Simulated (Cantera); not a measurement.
A Cantera script and what it prints.

```python
import numpy as np
import cantera as ct

gas_names = """
    CL CLO CL2 H HCL HOCL HO2 H2 H2O H2O2 O OH O2 O3 Si SiCL SiCL2 SiCL3 SiCL4 SiH SiHCL3 SiH2 SiH2CL2
    SiH3 SiH3CL SiH4 SiO SiO2 Si2 Si3
""".split()
cond_names = """
    H2O(s) H2O(L) Si(cr) Si(L) SiO2(Lqz) SiO2(hqz) SiO2(L)
""".split()


# ... load() reads the species with a 1 bar reference pressure and builds the phases ...
atoms = {
    'SiCl4': {'Si': 1, 'CL': 4},
    'H2O': {'H': 2, 'O': 1},
    'O2': {'O': 2},
}
top_T = {}  # K; cautious upper limits of use, not melting points


# ... equilibrate(T, P, feed) seeds the gas with the atoms and calls Mixture.equilibrate('TP', solver="vcs", rtol=1e-11, max_steps=5000) ...
results = []
feed = {'SiCl4': 1, 'H2O': 9.3, 'O2': 0.49}  # mol
P = 2400  # Pa
for T in [1023, 1123, 1223, 1323, 1423, 1523, 1623]:
    mix = equilibrate(T, P, feed)
    results.append((T, P, feed, dict(zip(mix.species_names, mix.species_moles))))
    x = sorted(zip(gas.X, gas.species_names), reverse=True)
    print(f"T = {T:g} K  P = {P:g} Pa  gas = {mix.phase_moles(0):.4g} mol")
    print("   x: " + "  ".join(f"{s} {v:.3e}" for v, s in x if v > 0.0001))
    print("   condensed (mol): " + ("  ".join(f"{mix.phase(i).name} {mix.phase_moles(i):.4g}"
          for i in range(1, mix.n_phases) if mix.phase_moles(i) > 1e-12) or "none"))
```

Output:

```
T = 1023 K  P = 2400 Pa  gas = 11.78 mol
   x: H2O 6.214e-01  HCL 3.361e-01  O2 4.074e-02  CL2 1.640e-03  CL 1.421e-04
   condensed (mol): SiO2(hqz) 1
T = 1123 K  P = 2400 Pa  gas = 11.79 mol
   x: H2O 6.205e-01  HCL 3.372e-01  O2 4.103e-02  CL2 8.926e-04  CL 3.864e-04
   condensed (mol): SiO2(hqz) 1
T = 1223 K  P = 2400 Pa  gas = 11.79 mol
   x: H2O 6.202e-01  HCL 3.373e-01  O2 4.107e-02  CL 8.901e-04  CL2 5.314e-04
   condensed (mol): SiO2(hqz) 1
T = 1323 K  P = 2400 Pa  gas = 11.79 mol
   x: H2O 6.202e-01  HCL 3.367e-01  O2 4.091e-02  CL 1.804e-03  CL2 3.392e-04
   condensed (mol): SiO2(hqz) 1
T = 1423 K  P = 2400 Pa  gas = 11.8 mol
   x: H2O 6.205e-01  HCL 3.352e-01  O2 4.055e-02  CL 3.302e-03  CL2 2.285e-04  OH 1.619e-04
   condensed (mol): SiO2(hqz) 1
T = 1523 K  P = 2400 Pa  gas = 11.81 mol
   x: H2O 6.210e-01  HCL 3.329e-01  O2 3.995e-02  CL 5.560e-03  OH 3.984e-04  CL2 1.603e-04
   condensed (mol): SiO2(hqz) 1
T = 1623 K  P = 2400 Pa  gas = 11.82 mol
   x: H2O 6.215e-01  HCL 3.295e-01  O2 3.907e-02  CL 8.732e-03  OH 8.756e-04  H2 1.758e-04  CL2 1.158e-04
   condensed (mol): SiO2(hqz) 1
```

Method: chemical equilibrium by Gibbs-energy minimisation in Cantera with the NASA 1993 tables (ideal gas, pure condensed phases). The tables hold silica as quartz up to 1696 K and as liquid above; real silica turns to tridymite and cristobalite and melts near 1996 K. Gases not in the tables: Si(OH)4.
